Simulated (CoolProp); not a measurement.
A simple Rankine cycle with R1224YDZ: condensing at 298.15 K, boiler at 0.726 MPa, turbine inlet 392.6 K, turbine efficiency 0.65, pump efficiency 0.6, no recuperator. Each further row changes one setting.

Computed with CoolProp (reference Helmholtz-energy equation of state, Akasaka 2023).

```csv
case,thermal efficiency (%),net work (kJ/kg),heat in (kJ/kg),turbine exit temperature (K),volume ratio over the turbine
as stated,8.1,19.4,238,362.4,4.97
turbine inlet 412.6 K,8.0,20.8,258,382.9,4.92
condensing temperature 290.15 K,9.3,23.0,248,357.7,6.63
boiler pressure 0.508 MPa,6.5,15.7,242,370.2,3.42
turbine efficiency 0.55,6.8,16.3,238,365.9,5.03
```
